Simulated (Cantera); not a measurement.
Mixture: CH4 : O2 : N2 = 1 : 2.7 : 7.84 (molar parts), at 3800000 Pa, adiabatic and at constant volume. Ignition delay is the time to a rise of 400 K.

Model: GRI-Mech 3.0 (53 species, 325 reactions), integrated in Cantera. The pressure lies above the range GRI-Mech 3.0 was tuned for (to about 10 atm).

Q: What does this change do: constant pressure in place of constant volume?

A: 
```tsv
quantity	before	after
delay at 1050 K	6.84 ms	7.11 ms
delay at 1150 K	1.50 ms	1.57 ms
delay at 1250 K	0.427 ms	0.452 ms
delay at 1350 K	0.146 ms	0.156 ms
delay at 1450 K	56.8 µs	61.2 µs
delay at 1550 K	24.3 µs	26.4 µs
apparent activation energy between 1350 and 1550 K	160 kJ/mol	150 kJ/mol
```
